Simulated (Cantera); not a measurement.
Input: 1 mol HMDSO, 0.68 mol O2, 2.8 mol N2, at 1300 K and 0.170 bar.

Equilibrium computed with Cantera from the NASA thermochemical tables; the gas is ideal and each condensed phase is pure. Candidate condensed phases: C, C6H6, C7H8, C8H18, H2O, Si, SiC, SiO2, Si2N2O, Si3N4; 151 gas species. The feed counts by its element totals alone. N2 is the only nitrogen source here; it is nearly inert below about 1500 K, so the nitride shown seldom forms there in practice. Mutual solubility and eutectic melting of coexisting phases are not modelled. The tables hold silica as quartz up to 1696 K and as liquid above; real silica turns to tridymite and cristobalite and melts near 1996 K. Equilibrium is a limit: real reactors are often held back by kinetics, nucleation or transport.

Question: What is the equilibrium state?

Answer: 
```json
{
 "x(H2)": "0.750",
 "x(N2)": "0.158",
 "x(CO)": "0.0908",
 "x(CH4)": "0.000753",
 "x(H2O)": "0.000106",
 "x(HCN)": "7.13e-5",
 "x(CO2)": "7.25e-6",
 "x(NH3)": "5.45e-6",
 "x(H)": "2.32e-6",
 "n(C(graphite))": "4.90 mol",
 "n(SiO2(β-quartz))": "0.181 mol",
 "n(Si2N2O(s))": "0.909 mol",
 "gas_amount": "11.97 mol",
 "log10 activity of Si(s) (absent)": "-5.41"
}
```
